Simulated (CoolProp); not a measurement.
Aqueous ammonia as a coolant, 4 % by mass, freezing at -4.8 °C, 1 atm.

Model: Melinder's fits for secondary coolants, in CoolProp.

```json
[
 {"T (°C)": "-0.8", "Prandtl number": "16.0", "density (kg/m³)": "984.0", "conductivity (W/(m K))": "0.529", "cp (kJ/(kg K))": "4.215"},
 {"T (°C)": "6", "Prandtl number": "12.2", "density (kg/m³)": "983.6", "conductivity (W/(m K))": "0.544", "cp (kJ/(kg K))": "4.203"},
 {"T (°C)": "12.7", "Prandtl number": "9.86", "density (kg/m³)": "982.6", "conductivity (W/(m K))": "0.556", "cp (kJ/(kg K))": "4.192"},
 {"T (°C)": "19.5", "Prandtl number": "8.15", "density (kg/m³)": "981.1", "conductivity (W/(m K))": "0.567", "cp (kJ/(kg K))": "4.186"},
 {"T (°C)": "26.3", "Prandtl number": "6.77", "density (kg/m³)": "979.2", "conductivity (W/(m K))": "0.578", "cp (kJ/(kg K))": "4.184"}
]
```
